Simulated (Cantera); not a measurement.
A Cantera script and its output.

```python
import numpy as np
import cantera as ct

surf = ct.Interface("ptcombust.yaml", "Pt_surf")
gas = surf.adjacent["gas"]
gas.TPX = 950, 37000, {'CH4': 0.0073, 'O2': 0.12, 'N2': 0.79}
surf.TP = 950, 37000
reactor = ct.FlowReactor(gas, clone=False)
reactor.area = 0.0001  # m2
reactor.surface_area_to_volume_ratio = 6800  # 1/m
reactor.mass_flow_rate = 1.1 * reactor.area * gas.density  # inlet velocity 1.1 m/s
reactor.energy_enabled = False
wall = ct.ReactorSurface(surf, reactor, clone=False)
net = ct.ReactorNet([reactor])
net.rtol, net.atol = 1e-8, 1e-16
show, cover = ['CH4', 'O2', 'H2O', 'CO2', 'CO'], ['PT(S)', 'H(S)', 'O(S)', 'OH(S)', 'CO(S)', 'C(S)']

rows = []
print(f"{'z/m':>9s}{'u/(m/s)':>9s}" + "".join(f"{s:>13s}" for s in show + cover))
for z in [0.0005, 0.00096, 0.0019, 0.0036, 0.0069, 0.013, 0.026, 0.05]:
    net.advance(z)
    rows.append([reactor.speed, *gas[show].X, *surf[cover].coverages])
    print(f"{z:9.4g}{rows[-1][0]:9.3g}" + "".join(f"{x:13.4e}" for x in rows[-1][1:]))
```

Output:

```
      z/m  u/(m/s)          CH4           O2          H2O          CO2           CO        PT(S)         H(S)         O(S)        OH(S)        CO(S)         C(S)
   0.0005      1.1   6.7068e-03   1.2832e-01   2.5024e-03   1.2483e-03   2.8350e-06   1.8148e-01   5.6935e-08   8.1787e-01   6.4152e-04   4.6714e-06   2.2335e-08
  0.00096      1.1   5.7239e-03   1.2635e-01   4.4678e-03   2.2314e-03   2.4237e-06   1.8199e-01   7.5924e-08   8.1715e-01   8.5308e-04   4.0159e-06   1.9201e-08
   0.0019      1.1   4.1283e-03   1.2316e-01   7.6580e-03   3.8270e-03   1.7531e-06   1.8286e-01   9.9812e-08   8.1602e-01   1.1153e-03   2.9327e-06   1.4022e-08
   0.0036      1.1   2.2690e-03   1.1944e-01   1.1375e-02   5.6863e-03   9.6689e-07   1.8394e-01   1.2259e-07   8.1469e-01   1.3603e-03   1.6365e-06   7.8243e-09
   0.0069      1.1   6.9905e-04   1.1631e-01   1.4514e-02   7.2561e-03   2.9883e-07   1.8489e-01   1.3952e-07   8.1357e-01   1.5384e-03   5.1090e-07   2.4427e-09
    0.013      1.1   7.7940e-05   1.1506e-01   1.5756e-02   7.8772e-03   3.3412e-08   1.8528e-01   1.4582e-07   8.1312e-01   1.6038e-03   5.7275e-08   2.7380e-10
    0.026      1.1   7.2714e-07   1.1491e-01   1.5911e-02   7.9545e-03   3.5385e-10   1.8533e-01   1.4659e-07   8.1306e-01   1.6118e-03   5.4080e-10   2.5561e-12
     0.05      1.1   1.9837e-09   1.1491e-01   1.5912e-02   7.9553e-03   3.4576e-11   1.8533e-01   1.4660e-07   8.1306e-01   1.6119e-03   6.3464e-12   6.9734e-15
```

Detailed kinetics in Cantera: Deutschmann's 1995 Pt surface mechanism with GRI-Mech 3.0 gas chemistry. Catalytic surfaces can have several steady states; this one follows from the mechanism file's or the stated starting coverage. Mass transfer to the wall is taken as infinitely fast.
